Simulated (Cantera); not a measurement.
Input: 1 mol CaO, 1.5 mol HCl, 26 mol N₂, equilibrated at 1023.15 K and 1.80 mbar.

Cantera equilibrium calculation (NASA polynomials, part measured and part estimated; ideal gas, pure solids and liquids). Candidate condensed phases: Ca, CaCl₂, CaO, Ca(OH)₂, H₂O, NH₄Cl; 36 gas species. Mutual solubility and eutectic melting of coexisting phases are not modelled. Condensed phases not in the tables: oxide chlorides. Equilibrium is a limit: real reactors are often held back by kinetics, nucleation or transport.

Base state: N₂ 0.967, H₂O 0.0227, HCl 0.0103, CaCl₂ 2.85e-5 (mole fractions); condensed: CaCl₂(s) + CaO(s).

### Question
What changes in the equilibrium state with this change: temperature from 1023.15 K to 1225 K?

### Answer
```csv
species,before,after
N₂,0.967,0.947
HCl,0.0103,0.0379
H₂O,0.0227,0.00833
CaCl₂,2.85e-5,0.00682
Cl,1.16e-6,4.84e-5
H₂,6.45e-7,2.45e-5
"CaCl₂(s), mol",0.611,0
"CaO(s), mol",0.388,0.771
"CaCl₂(l), mol",0,0.0416
```
